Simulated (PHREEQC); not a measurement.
**Leach liquor: an equilibrium model**

Make-up at 55 °C: 81 mmol/kgw H2SO4, 0.33 mmol/kgw CuSO4 and 5 mmol/kgw MgSO4. Closed to the air; pH follows from the charge balance.

All values are PHREEQC results (ion-association model, phreeqc.dat), not measurements.

Each row changes one thing in this solution. No solid was allowed to form.

| case | pH | ionic strength (mol/kgw) | HSO4- (mol/kgw) | SO4-2 (mol/kgw) | Cu+2 (mol/kgw) | CuSO4 (mol/kgw) |
|---|---|---|---|---|---|---|
| as made | 1.14 | 0.110 | 0.0730 | 0.0112 | 0.000246 | 8.42e-5 |
| diluted 2-fold with water | 1.40 | 0.0600 | 0.0339 | 0.00818 | 0.000121 | 4.43e-5 |
| temperature from 55 to 40 °C | 1.12 | 0.117 | 0.0694 | 0.0149 | 0.000232 | 9.77e-5 |
| H2SO4 left out | 5.46 | 0.0134 | 1.61e-6 | 0.00336 | 0.000246 | 7.84e-5 |
| MgSO4 left out | 1.13 | 0.102 | 0.0708 | 0.0104 | 0.000248 | 8.24e-5 |
| H2SO4 from 0.081 to 0.0162 mol/kgw | 1.77 | 0.0353 | 0.0128 | 0.00646 | 0.000237 | 9.29e-5 |
| 0.02 mol/kgw Ca(OH)2 added | 1.33 | 0.122 | 0.0612 | 0.0150 | 0.000231 | 9.90e-5 |
| 0.0016 mol/kgw ZnCl2 added | 1.14 | 0.114 | 0.0726 | 0.0112 | 0.000245 | 8.20e-5 |
| MgSO4 from 0.005 to 0.0045 mol/kgw | 1.14 | 0.109 | 0.0728 | 0.0112 | 0.000246 | 8.40e-5 |

Species that the database lacks are ignored. At this temperature some constants are extrapolated from 25 °C, and those without enthalpy data are left unchanged.
